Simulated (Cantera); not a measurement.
Charge: 1 mol N2O, 0.027 mol SO2, at 2375 K.

Equilibrium computed with Cantera from the NASA thermochemical tables; the gas is ideal and each condensed phase is pure. Candidate condensed phases: S; 17 gas species. The ideal-gas law is rough above about 30 bar. Kinetics and transport are ignored.

x: gas mole fraction; nothing condenses.

| P (Pa) | x N2 | x O2 | x O | x NO | x SO2 | x SO | x S |
|---|---|---|---|---|---|---|---|
| 10 | 0.554 | 0.137 | 0.281 | 0.0124 | 0.00826 | ? | 0.00108 |
| 200 | 0.617 | 0.262 | 0.0867 | 0.0180 | 0.0151 | ? | 5.21e-5 |
| 3900 | 0.638 | 0.304 | 0.0211 | 0.0197 | 0.0171 | ? | 2.60e-6 |
| 77000 | 0.643 | 0.314 | 0.00484 | 0.0202 | 0.0175 | ? | 1.31e-7 |
| 1500000 | 0.644 | 0.316 | 0.00110 | 0.0203 | 0.0176 | ? | 6.67e-9 |
| 30000000 | 0.645 | 0.317 | 0.000246 | 0.0203 | 0.0173 | ? | 3.28e-10 |

Question: Fill in the missing entries.

Answer: 
- 10, x SO: 0.00578
- 200, x SO: 0.00172
- 3900, x SO: 0.000407
- 77000, x SO: 9.25e-5
- 1500000, x SO: 2.09e-5
- 30000000, x SO: 4.61e-6
